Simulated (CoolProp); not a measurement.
The numbers come from the reference Helmholtz-energy equation of state, Schmidt 1985 in CoolProp.

Give the vapour pressure (MPa), vapour density (kg/m³), surface tension (mN/m), vapour viscosity (µPa s) of saturated oxygen at 118.3 K.


```json
[
 {"T (K)": "118.3", "p (MPa)": "0.925", "vapour density (kg/m³)": "35.6", "surface tension (mN/m)": "6.51", "vapour viscosity (µPa s)": "9.27"}
]
```

Viscosity comes from a separate model (Lemmon 2004). Surface tension comes from a separate correlation (Mulero 2012).
